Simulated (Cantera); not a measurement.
Charge: 1 mol Si, a varied amount of Cl₂, 0.22 mol H₂, at 452 °C and 0.600 bar.

Cantera equilibrium calculation (NASA polynomials, part measured and part estimated; ideal gas, pure solids and liquids). Candidate condensed phases: Si; 19 gas species. The tables' values for SiCl₃ are old estimates; treat these amounts as uncertain. Equilibrium is a limit: real reactors are often held back by kinetics, nucleation or transport.

log p: log10 of the partial pressure in bar; n: condensed amount in mol.

```json
[
 {"n(Cl₂) (mol)": "0.5", "log p SiCl₄": "-0.56", "log p H₂": "-0.60", "log p HCl": "-3.51", "log p Cl₂": "<-12", "log p SiHCl₃": "-1.15", "log p SiH₂Cl₂": "-2.91", "n Si(s)": "0.736"},
 {"n(Cl₂) (mol)": "0.59", "log p SiCl₄": "-0.52", "log p H₂": "-0.64", "log p HCl": "-3.53", "log p Cl₂": "<-12", "log p SiHCl₃": "-1.15", "log p SiH₂Cl₂": "-2.93", "n Si(s)": "0.690"},
 {"n(Cl₂) (mol)": "0.69", "log p SiCl₄": "-0.49", "log p H₂": "-0.69", "log p HCl": "-3.54", "log p Cl₂": "<-12", "log p SiHCl₃": "-1.15", "log p SiH₂Cl₂": "-2.96", "n Si(s)": "0.638"},
 {"n(Cl₂) (mol)": "0.81", "log p SiCl₄": "-0.46", "log p H₂": "-0.74", "log p HCl": "-3.56", "log p Cl₂": "<-12", "log p SiHCl₃": "-1.15", "log p SiH₂Cl₂": "-3.00", "n Si(s)": "0.577"},
 {"n(Cl₂) (mol)": "0.95", "log p SiCl₄": "-0.43", "log p H₂": "-0.80", "log p HCl": "-3.58", "log p Cl₂": "<-12", "log p SiHCl₃": "-1.16", "log p SiH₂Cl₂": "-3.04", "n Si(s)": "0.505"},
 {"n(Cl₂) (mol)": "1.1", "log p SiCl₄": "-0.41", "log p H₂": "-0.85", "log p HCl": "-3.60", "log p Cl₂": "<-12", "log p SiHCl₃": "-1.17", "log p SiH₂Cl₂": "-3.08", "n Si(s)": "0.428"},
 {"n(Cl₂) (mol)": "1.3", "log p SiCl₄": "-0.39", "log p H₂": "-0.91", "log p HCl": "-3.63", "log p Cl₂": "<-12", "log p SiHCl₃": "-1.18", "log p SiH₂Cl₂": "-3.13", "n Si(s)": "0.326"},
 {"n(Cl₂) (mol)": "1.5", "log p SiCl₄": "-0.37", "log p H₂": "-0.97", "log p HCl": "-3.65", "log p Cl₂": "<-12", "log p SiHCl₃": "-1.20", "log p SiH₂Cl₂": "?", "n Si(s)": "0.225"},
 {"n(Cl₂) (mol)": "1.8", "log p SiCl₄": "-0.35", "log p H₂": "-1.05", "log p HCl": "-3.69", "log p Cl₂": "<-12", "log p SiHCl₃": "-1.22", "log p SiH₂Cl₂": "?", "n Si(s)": "0.0721"},
 {"n(Cl₂) (mol)": "2.1", "log p SiCl₄": "-0.34", "log p H₂": "-1.26", "log p HCl": "-1.04", "log p Cl₂": "<-12", "log p SiHCl₃": "-4.08", "log p SiH₂Cl₂": "?", "n Si(s)": "0"},
 {"n(Cl₂) (mol)": "2.5", "log p SiCl₄": "-0.46", "log p H₂": "<-12", "log p HCl": "-0.81", "log p Cl₂": "-1.01", "log p SiHCl₃": "<-12", "log p SiH₂Cl₂": "<-12", "n Si(s)": "0"}
]
```

### Question
Some entries are withheld; supply them.

### Answer

- 1.5, log p SiH₂Cl₂: -3.18
- 1.8, log p SiH₂Cl₂: -3.25
- 2.1, log p SiH₂Cl₂: -8.97
